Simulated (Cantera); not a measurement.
## Iron carbonyl, mercury and lead vapours: Pb + O₂ + H₂

Charge: 1 mol Pb, 0.63 mol O₂, 1.1 mol H₂, equilibrated at 0.0133 bar.

These are equilibrium values from Cantera (NASA tables, ideal gas, pure condensed phases), not measurements of a reactor. Candidate condensed phases: H₂O, Pb, PbO, PbO₂, Pb₃O₄; 12 gas species. Each liquid is taken as pure. Mutual solubility and eutectic melting of coexisting phases are not modelled. Gases not in the tables: (PbO)n polymers. Kinetics and transport are ignored.

| T (K) | x H₂O | x Pb | x PbO | x H₂ | x O₂ | x OH | x Pb₂ | n Pb(l) | n PbO(red) | n PbO(yellow) | n PbO(l) |
|---|---|---|---|---|---|---|---|---|---|---|---|
| 623 | 1.000 | 1.56e-9 | <1e-12 | 2.18e-5 | <1e-12 | <1e-12 | <1e-12 | 0.840 | 0.160 | 0 | 0 |
| 723 | 1.000 | 2.32e-7 | 5.81e-11 | 4.17e-5 | <1e-12 | <1e-12 | <1e-12 | 0.840 | 0.160 | 0 | 0 |
| 823 | 1.000 | 1.01e-5 | 1.70e-8 | 7.06e-5 | <1e-12 | 3.17e-12 | 1.24e-12 | 0.840 | 0 | 0.160 | 0 |
| 923 | 1.000 | 0.000190 | 1.41e-6 | 0.000110 | <1e-12 | 2.35e-10 | 1.71e-10 | 0.840 | 0 | 0.160 | 0 |
| 1023 | 0.998 | 0.00200 | 4.82e-5 | 0.000159 | 8.57e-11 | 7.45e-9 | 8.81e-9 | 0.838 | 0 | 0.160 | 0 |
| 1123 | 0.985 | 0.0137 | 0.000858 | 0.000218 | 8.07e-9 | 1.27e-7 | 2.20e-7 | 0.824 | 0 | 0.159 | 0 |
| 1223 | 0.923 | 0.0681 | 0.00814 | 0.000314 | 2.67e-7 | 1.22e-6 | 3.19e-6 | 0.759 | 0 | 0 | 0.151 |
| 1323 | 0.686 | 0.264 | 0.0501 | 0.000367 | 4.40e-6 | 7.11e-6 | 3.05e-5 | 0.417 | 0 | 0 | 0.0803 |
| 1423 | 0.523 | 0.399 | 0.0767 | 0.000609 | 2.26e-5 | 2.65e-5 | 4.74e-5 | 0 | 0 | 0 | 0 |
| 1523 | 0.523 | 0.399 | 0.0772 | 0.00120 | 9.33e-5 | 9.31e-5 | 3.36e-5 | 0 | 0 | 0 | 0 |
x: gas mole fraction; n: condensed amount in mol.

From 623 K to 723 K the condensed part is Pb(l) + PbO(red). From 823 K to 1123 K the condensed part is Pb(l) + PbO(yellow). From 1223 K to 1323 K the condensed part is Pb(l) + PbO(l). From 1423 K to 1523 K nothing is condensed.
